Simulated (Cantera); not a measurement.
A perfectly stirred reactor is fed with H2 : O2 : N2 = 1.3 : 1 : 7.7 (molar parts), at 13300 Pa; it is held at 1125 K, and followed from long to short residence time.

Detailed kinetics in Cantera: the H2/O2 subset of GRI-Mech 3.0, which has no nitrogen chemistry. The temperature is held fixed by assumption; the heat of reaction is taken as removed at once.

### Question
What does this change do: H2 1.3 to 9.7 parts?

### Answer
```tsv
quantity	before	after
x(H2) at τ = 0.490 s	0.000676	0.439
x(O2) at τ = 0.490 s	0.0376	0.000133
x(H2O2) at τ = 0.490 s	6.24e-7	2.13e-10
x(H2O) at τ = 0.490 s	0.138	0.114
x(HO2) at τ = 0.490 s	3.87e-6	2.23e-8
x(H2) at τ = 41.0 ms	0.00312	0.432
x(O2) at τ = 41.0 ms	0.0387	0.000486
x(H2O2) at τ = 41.0 ms	7.73e-7	3.74e-10
x(H2O) at τ = 41.0 ms	0.134	0.113
x(HO2) at τ = 41.0 ms	5.41e-6	8.08e-8
```

### Question
What does this change do: pressure from 13300 Pa to 42000 Pa?

### Answer
| quantity | before | after |
|---|---|---|
| x(H2) at τ = 0.490 s | 0.000676 | 0.000374 |
| x(O2) at τ = 0.490 s | 0.0376 | 0.0376 |
| x(H2O2) at τ = 0.490 s | 6.24e-7 | 8.37e-7 |
| x(H2O) at τ = 0.490 s | 0.138 | 0.139 |
| x(HO2) at τ = 0.490 s | 3.87e-6 | 6.72e-6 |
| x(H2) at τ = 41.0 ms | 0.00312 | 0.00173 |
| x(O2) at τ = 41.0 ms | 0.0387 | 0.0381 |
| x(H2O2) at τ = 41.0 ms | 7.73e-7 | 1.67e-6 |
| x(H2O) at τ = 41.0 ms | 0.134 | 0.137 |
| x(HO2) at τ = 41.0 ms | 5.41e-6 | 1.32e-5 |
